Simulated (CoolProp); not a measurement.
Vapour-liquid equilibrium of dimethyl carbonate (1) + n-nonane (2) at 230.45 °C; x and y are mole fractions of (1).

Computed with CoolProp (multi-fluid Helmholtz-energy mixture model, Zhou 2011 and Lemmon 2006; pair parameters Bell 2016).

```csv
x,"bubble pressure, mixture model (MPa)","bubble pressure, Raoult's law (MPa)","y, mixture model","y, Raoult's law"
0.05,0.6990,0.6519,0.190,0.171
0.15,0.9529,0.8183,0.423,0.409
0.25,1.185,0.9847,0.556,0.567
0.35,1.389,1.151,0.642,0.679
0.45,1.566,1.318,0.705,0.763
0.55,1.721,1.484,0.756,0.828
0.65,1.859,1.650,0.803,0.879
0.75,1.984,1.817,0.850,0.922
0.85,2.096,1.983,0.901,0.957
0.95,2.193,2.150,0.963,0.987
```

The largest gap from Raoult's law is +20.7 % in bubble pressure, at x = 0.35. No azeotrope shows between x = 0.05 and 0.95.

The pair parameters rest on a limited set of measurements; away from them the model extrapolates.
